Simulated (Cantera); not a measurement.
A Cantera script and its output.

```python
import numpy as np
import cantera as ct

gas = ct.Solution("gri30.yaml")
gas.TPX = 1375, 1333, {'N2O': 1, 'H2': 0.036, 'N2': 1.2, 'H2O': 0.0079}
reactor = ct.IdealGasConstPressureReactor(gas, energy="off", clone=False)
net = ct.ReactorNet([reactor])
net.rtol, net.atol = 1e-08, 1e-18
show = ['N2O', 'H2', 'H2O', 'NO', 'HO2', 'N2']
times = np.geomspace(4e-06, 1, 13)

steps = ct.SolutionArray(gas, extra=["t"])
rows = []
print(f"{'t/s':>10s}{'T/K':>9s}{'P/Pa':>11s}" + "".join(f"{s:>11s}" for s in show))
for t in times:
    while net.time < t:
        t_next = net.step()
        steps.append(gas.state, t=t_next)
    rows.append([np.interp(t, steps.t, y) for y in (steps.T, steps.P, *steps(*show).X.T)])
    print(f"{t:10.3e}{rows[-1][0]:9.1f}{rows[-1][1]:11.4g}" + "".join(f"{x:11.3e}" for x in rows[-1][2:]))
rate = np.gradient(steps.T, steps.t)
print("integrator steps:", len(steps.t))
if steps.T.max() > steps.T[0] + 200:
    print(f"time of steepest temperature rise: {steps.t[rate.argmax()]:.4e} s")
gas.TPX = 1375, 1333, {'N2O': 1, 'H2': 0.036, 'N2': 1.2, 'H2O': 0.0079}
gas.equilibrate("TP")
print(f"equilibrium (TP): T = {gas.T:.1f} K  " + "  ".join(f"{s} {gas[s].X[0]:.3e}" for s in show))
```

Output:

```
       t/s      T/K       P/Pa        N2O         H2        H2O         NO        HO2         N2
 4.000e-06   1375.0       1333  4.457e-01  1.604e-02  3.521e-03  1.723e-10  3.864e-14  5.348e-01
 1.127e-05   1375.0       1333  4.457e-01  1.604e-02  3.521e-03  1.361e-09  8.709e-13  5.348e-01
 3.175e-05   1375.0       1333  4.457e-01  1.604e-02  3.521e-03  1.068e-08  1.989e-11  5.348e-01
 8.944e-05   1375.0       1333  4.456e-01  1.604e-02  3.521e-03  8.233e-08  4.625e-10  5.348e-01
 2.520e-04   1375.0       1333  4.456e-01  1.604e-02  3.522e-03  5.924e-07  9.870e-09  5.348e-01
 7.099e-04   1375.0       1333  4.456e-01  1.601e-02  3.542e-03  3.738e-06  1.601e-07  5.348e-01
 2.000e-03   1375.0       1333  4.453e-01  1.577e-02  3.761e-03  2.102e-05  1.542e-06  5.351e-01
 5.635e-03   1375.0       1333  4.435e-01  1.426e-02  5.210e-03  1.056e-04  5.536e-06  5.367e-01
 1.587e-02   1375.0       1333  4.371e-01  8.741e-03  1.069e-02  3.631e-04  7.207e-06  5.426e-01
 4.472e-02   1375.0       1333  4.279e-01  1.962e-03  1.749e-02  7.986e-04  7.505e-06  5.506e-01
 1.260e-01   1375.0       1333  4.192e-01  1.180e-04  1.932e-02  1.673e-03  4.779e-06  5.561e-01
 3.550e-01   1375.0       1333  4.006e-01  6.385e-07  1.929e-02  4.035e-03  2.960e-06  5.661e-01
 1.000e+00   1375.0       1333  3.538e-01  4.216e-07  1.892e-02  1.012e-02  1.433e-06  5.910e-01
integrator steps: 1181
equilibrium (TP): T = 1375.0 K  N2O 4.387e-09  H2 1.021e-07  H2O 1.609e-02  NO 5.857e-04  HO2 8.780e-09  N2 8.068e-01
```

Model: GRI-Mech 3.0 (53 species, 325 reactions), integrated in Cantera. GRI-Mech 3.0 was tuned for natural gas; its chemistry of N2O as a main component is partial and can be far from experiment. Radical loss at walls, strong at low pressure, is not modelled. The mechanism lacks the step 2 NO + O2 → 2 NO2, which can matter for NO2 below about 1400 K. The temperature is held fixed by assumption; the heat of reaction is taken as removed at once.
